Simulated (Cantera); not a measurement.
**Premixed flame**

A freely propagating, adiabatic, planar premixed flame of H2 : O2 : N2 = 1 : 0.98 : 3.69 (molar parts), unburnt at 450 K and 760 Torr; mixture-averaged transport, grid criteria slope 0.08 and curve 0.16, no radiation.

Detailed kinetics in Cantera: the H2/O2 subset of GRI-Mech 3.0, which has no nitrogen chemistry. Burning velocities carry a grid error of a few per cent, more on coarse grids. Lean hydrogen flames are cellular in practice and burn faster than this planar one.

```tsv
z (mm)	T (K)	u (m/s)	x H2	x O2	x O	x OH	x H2O	x H2O2
-1.20	450	1.30	0.176	0.173	<1e-8	<1e-8	3.31e-7	<1e-8
-0.801	450	1.30	0.175	0.173	<1e-8	<1e-8	6.78e-6	2.02e-8
-0.601	451	1.30	0.171	0.174	<1e-8	<1e-8	5.06e-5	1.84e-7
-0.401	457	1.30	0.162	0.176	7.36e-8	<1e-8	0.000461	2.06e-6
-0.200	572	1.58	0.124	0.178	1.10e-5	5.41e-5	0.0129	4.65e-5
-0.100	839	2.26	0.0867	0.166	0.000279	0.000499	0.0485	4.01e-5
0	1150	3.07	0.0466	0.139	0.00217	0.00172	0.102	1.22e-5
0.100	1369	3.65	0.0196	0.114	0.00479	0.00403	0.145	5.15e-6
0.200	1493	3.97	0.00898	0.102	0.00554	0.00553	0.164	2.90e-6
0.401	1613	4.28	0.00402	0.0963	0.00420	0.00598	0.176	1.41e-6
0.801	1694	4.48	0.00185	0.0954	0.00203	0.00478	0.182	6.89e-7
1.60	1733	4.57	0.000651	0.0956	0.000708	0.00303	0.185	3.38e-7
3.21	1748	4.61	0.000195	0.0960	0.000214	0.00171	0.187	1.58e-7
```
x: mole fraction of selected species; z is measured from the peak of heat release.

```json
{
 "laminar_burning_velocity": "130 cm/s",
 "thermal_thickness": "0.401 mm",
 "peak x(O)": "0.00555",
 "peak x(OH)": "0.00604",
 "peak x(H2O2)": "5.27e-5",
 "grid_points": "107"
}
```
